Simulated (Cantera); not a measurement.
Input: 1 mol Fe₂O₃, 1600 mol H₂, 1.9 mol H₂O, at 1275 K and 26.3 Torr.

These are equilibrium values from Cantera (NASA tables, ideal gas, pure condensed phases), not measurements of a reactor. Candidate condensed phases: Fe, FeO, Fe(OH)₂, Fe(OH)₃, Fe₂O₃, Fe₃O₄, H₂O; 12 gas species. Rates play no part.

Base state: H₂ 0.997, H₂O 0.00306 (mole fractions); condensed: Fe(γ).

Problem. What changes in the equilibrium state with this change: Fe₂O₃ replaced by Nb₂O₅?

Solution. 
| species | before | after |
|---|---|---|
| H₂ | 0.997 | 0.998 |
| H₂O | 0.00306 | 0.00181 |
| Fe(γ), mol | 2.00 | 0 |
| NbO₂(s), mol | 0 | 2.00 |
Condensed phases not in the tables: the oxides between NbO₂ and Nb₂O₅. Further candidate phases: Nb, NbO, NbO₂, Nb₂O₅.
